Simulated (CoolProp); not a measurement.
Model: reference Helmholtz-energy equation of state, Setzmann 1991, in CoolProp.

Question: For methane, give the phase and the cp (kJ/(kg K)), Joule-Thomson coefficient (K/MPa), viscosity (µPa s) at -60.95 °C and 2.99 bar; -60.95 °C and 6.13 bar; -60.95 °C and 25.9 bar.

Answer: 
- -60.95 °C and 2.99 bar: gas; cp 2.14, Joule-Thomson coefficient 8.38, viscosity 8.32
- -60.95 °C and 6.13 bar: gas; cp 2.19, Joule-Thomson coefficient 8.42, viscosity 8.36
- -60.95 °C and 25.9 bar: gas; cp 2.66, Joule-Thomson coefficient 8.58, viscosity 8.81

Viscosity comes from a separate model (Quiñones-Cisneros 2006).
